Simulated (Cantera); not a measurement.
An isothermal, constant-pressure homogeneous reactor starts with 1.81 % CH4, 90.5 % H2, 1.72 % H, 5.97 % N2, at 2498 K and 135 Torr.

Computed with Cantera and GRI-Mech 3.0 (53 species, 325 reactions). GRI-Mech 3.0 stops at C3 and has no aromatics, soot or wall deposition, so with more carbon than oxygen in the feed, carbon stays in small species such as C2H2 where larger ones or solid carbon would form.

x: mole fraction; the columns are a selection and need not sum to one.

| t (s) | x CH4 | x H2 | x H | x C2H6 | x CH2 |
|---|---|---|---|---|---|
| 4.00e-6 | 0.0140 | 0.908 | 0.0140 | 1.81e-6 | 7.11e-5 |
| 1.56e-5 | 0.0132 | 0.907 | 0.0157 | 1.87e-6 | 8.83e-5 |
| 6.09e-5 | 0.0102 | 0.904 | 0.0206 | 1.51e-6 | 0.000117 |
| 0.000238 | ? | 0.901 | ? | ? | ? |
| 0.000928 | 0.000593 | 0.896 | 0.0366 | 8.64e-9 | 2.76e-5 |
| 0.00362 | 7.61e-5 | 0.888 | 0.0456 | 1.72e-10 | 5.78e-6 |
| 0.0141 | 1.89e-5 | 0.880 | 0.0541 | 1.35e-11 | 2.07e-6 |
| 0.0552 | 1.70e-5 | 0.878 | 0.0555 | 1.12e-11 | 1.96e-6 |
| 0.215 | 1.71e-5 | 0.878 | 0.0555 | 1.13e-11 | 1.97e-6 |
| 0.841 | 1.71e-5 | 0.878 | 0.0555 | 1.13e-11 | 1.97e-6 |
| 3.28 | 1.64e-5 | 0.878 | 0.0555 | 1.03e-11 | 1.89e-6 |
| 12.8 | 1.43e-5 | 0.878 | 0.0555 | 7.75e-12 | 1.65e-6 |
| 50.0 | ? | 0.878 | 0.0555 | 5.75e-12 | ? |

Problem. Fill in the missing entries.

Solution. 
- 0.000238, x CH4: 0.00391
- 0.000238, x H: 0.0283
- 0.000238, x C2H6: 3.00e-7
- 0.000238, x CH2: 9.44e-5
- 50.0, x CH4: 1.23e-5
- 50.0, x CH2: 1.42e-6
